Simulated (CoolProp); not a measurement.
Vapour pressure (kPa) of dimethyl ether: the reference equation beside estimates from Tc = 400.4 K, pc = 5337 kPa, ω = 0.196. Clausius-Clapeyron is anchored at 240.1 K with a constant enthalpy of vaporisation of 21.86 kJ/mol.

Model: reference Helmholtz-energy equation of state, Wu 2011, in CoolProp.

```tsv
T (K)	reference	Lee-Kesler	Clausius-Clapeyron	van der Waals	Redlich-Kwong	Soave-Redlich-Kwong	Peng-Robinson
194.3	4.405	4.240	5.274	120.8	7.889	4.332	4.706
201.9	7.712	7.434	8.777	157.1	13.55	7.580	8.120
209.6	12.96	12.53	14.16	201.1	22.29	12.75	13.49
217.2	20.76	20.14	21.97	252.6	34.87	20.43	21.38
224.9	32.21	31.37	33.25	313.5	52.79	31.74	32.91
232.5	48.08	47.03	48.72	382.9	76.87	47.45	48.80
240.1	69.69	68.47	69.69	462.2	108.7	68.90	70.37
247.8	98.84	97.52	97.94	553.3	150.3	97.91	99.39
255.4	136.3	135.0	134.3	654.4	202.2	135.3	136.6
263.1	184.7	183.6	181.5	768.8	267.3	183.7	184.6
270.7	244.5	243.8	240.3	894.0	345.7	243.8	244.0
278.3	318.2	318.1	313.3	1032	439.6	318.0	317.3
286	409.0	409.7	404.1	1185	552.4	409.6	407.6
293.6	516.5	518.3	512.6	1350	682.6	518.5	514.7
```

Absolute difference from the reference over all 14 rows, mean and median: Lee-Kesler 1.7 and 1.5 %, Clausius-Clapeyron 4.5 and 1.6 %, van der Waals 805.6 and 511.5 %, Redlich-Kwong 54.7 and 54.0 %, Soave-Redlich-Kwong 1.0 and 1.0 %, Peng-Robinson 1.8 and 0.8 %.
